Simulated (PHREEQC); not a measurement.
## Phosphoric acid bath with buffer

Solution A (0.001 mol/kgw KH2PO4 and 0.13 mol/kgw H2SO4) is mixed with solution B (0.021 mol H3PO4 and 0.22 mol Na2HPO4 per kg of water) at 5 °C; shares are by mass of water, 1 kg in all. Oxygen alone is held at its pressure in air (log pO2 = -0.68). No CO2 enters from the air. No solid was allowed to form.

Equilibrium calculation in PHREEQC: ion-association model, wateq4f.dat.

Task: Predict pH, HSO4- (mol/kgw) at share of solution B = 0, 0.1, 0.2, 0.9.

Result: 
```
share of solution B    pH  HSO4- (mol/kgw)
-------------------  ----  ---------------
0                    0.90            0.101
0.1                  1.05           0.0815
0.2                  1.26           0.0596
0.9                  7.08          1.66e-8
```

H3PO4, which wateq4f.dat lacks, is added to it with the constant of phreeqc.dat. Away from 25 °C the constants follow the database's enthalpies or fits; those with neither stay at their 25 °C values.
